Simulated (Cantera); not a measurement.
An isothermal, constant-pressure homogeneous reactor starts with 27.0 % CH4, 73.0 % H2O, at 2073 K and 0.132 atm.

Computed with Cantera and GRI-Mech 3.0 (53 species, 325 reactions).

x: mole fraction; the columns are a selection and need not sum to one.

```
t (s)        x CH4  x H2O    x C2H4      x O2     x CH3
--------  --------  -----  --------  --------  --------
2.00e-5      0.263  0.727  0.000185  4.61e-10   0.00593
0.000112       [?]  0.695       [?]       [?]       [?]
0.000632       [?]    [?]       [?]       [?]       [?]
0.00356    0.00939  0.450   9.51e-5   7.28e-7   0.00168
0.0200     0.00319  0.308   9.36e-6   3.81e-7  0.000511
0.112      1.96e-8  0.280  5.47e-12   4.70e-7   3.66e-9
0.632     4.11e-11  0.280    <1e-12   4.95e-7  7.91e-12
3.56      4.11e-11  0.280    <1e-12   4.95e-7  7.91e-12
20.0      4.11e-11  0.280    <1e-12   4.95e-7  7.91e-12
```

Problem. What belongs in the gaps?

Solution. 
- 0.000112, x CH4: 0.192
- 0.000112, x C2H4: 0.0131
- 0.000112, x O2: 1.73e-7
- 0.000112, x CH3: 0.0197
- 0.000632, x CH4: 0.0380
- 0.000632, x H2O: 0.568
- 0.000632, x C2H4: 0.00122
- 0.000632, x O2: 8.27e-7
- 0.000632, x CH3: 0.00582
